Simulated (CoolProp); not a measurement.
Vapour-liquid equilibrium of CHF3 (R23) (1) + R13 (2) at 262.8 K; x and y are mole fractions of (1).

The numbers come from the multi-fluid Helmholtz-energy mixture model, Penoncello 2003 and Platzer 1990; pair parameters Bell 2016 in CoolProp. This equation is an older, rougher fit; its heat capacities, sound speeds and derivatives of the liquid may be far off and weren't checked against measurements.

Q: Give the bubble pressure and the first vapour's composition at x = 0.05, 0.35, 0.65. Is there an azeotrope?

A: x = 0.05: 1.611 MPa, y = 0.093; x = 0.35: 2.005 MPa, y = 0.422; x = 0.65: 2.107 MPa, y = 0.644. y crosses x between x = 0.5 and 0.65: the model has an azeotrope there.

Pair parameters are fitted to limited data, so mixtures are less certain than the pure fluids.
